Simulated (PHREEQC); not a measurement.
3.1 g of hydrous ferric oxide (600 m²/g; 0.2 weak and 0.005 strong sites per Fe, Dzombak-Morel constants, diffuse double layer) in 1 kg of water with 0.001 mol/kgw of an inert sodium salt, at 25 °C; the pH is set by adding NaOH or the inert anion's acid. Oxygen alone is held at its pressure in air (log pO2 = -0.68). CO2 from the air is kept out. Precipitation was switched off in this run.

Base run: PHREEQC, ion-association model, wateq4f.dat. Each further column changes one thing. The table gives surface charge σ (C/m²).

| pH | base | 0.002 mol/kgw ZnCl2 added |
|---|---|---|
| 3 | 0.293 | 0.325 |
| 4.12 | 0.136 | ___ |
| 4.88 | 0.067 | 0.115 |
| 6 | 0.020 | ___ |
| 7.12 | 0.005 | 0.022 |
| 7.88 | 0.001 | ___ |
| 9 | -0.004 | -0.002 |

### Question
Some entries are withheld; supply them.

### Answer

- 4.12, 0.002 mol/kgw ZnCl2 added: 0.196
- 6, 0.002 mol/kgw ZnCl2 added: 0.046
- 7.88, 0.002 mol/kgw ZnCl2 added: 0.009

The oxide is taken as insoluble; below pH 4 it would dissolve.
